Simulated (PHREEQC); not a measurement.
A solution holds 0.0062 mol/kgw NiSO4, 0.0135 mol/kgw NaOH and 0.017 mol/kgw HCl, at 25 °C. Closed to the air; pH follows from the charge balance.

Computed with PHREEQC (ion-association model, wateq4f.dat).

Precipitation was switched off in this run.

Estimate the pH.

pH 2.60.

In which forms is Ni present?

Ni+2 81 %, NiSO4 17 %, NiCl+ 1.7 % of the Ni.

Species that the database lacks are ignored.
